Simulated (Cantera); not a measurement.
Charge: 1 mol MgO, 19 mol F2, 0.59 mol O2, held at 5.70 mbar.

Method: chemical equilibrium by Gibbs-energy minimisation in Cantera with the NASA 1993 tables (ideal gas, pure condensed phases). Candidate condensed phases: Mg, MgF2, MgO; 14 gas species. The numbers say what is thermodynamically allowed, not how fast it happens. All values below are at 1573 K.

Base state: F 0.945, O2 0.0286, MgF2 0.0262, F2 0.000367, O 2.34e-5 (mole fractions); condensed: gas only.

Q: What changes in the equilibrium state with this change: pressure from 5.70 mbar to 0.100 bar?

A: 
| species | before | after |
|---|---|---|
| F | 0.945 | 0.962 |
| O2 | 0.0286 | 0.0295 |
| F2 | 0.000367 | 0.00668 |
| MgF2 | 0.0262 | 0.00196 |
| FO | 3.92e-6 | 1.70e-5 |
| O | 2.34e-5 | 5.67e-6 |
| MgF2(l), mol | 0 | 0.928 |
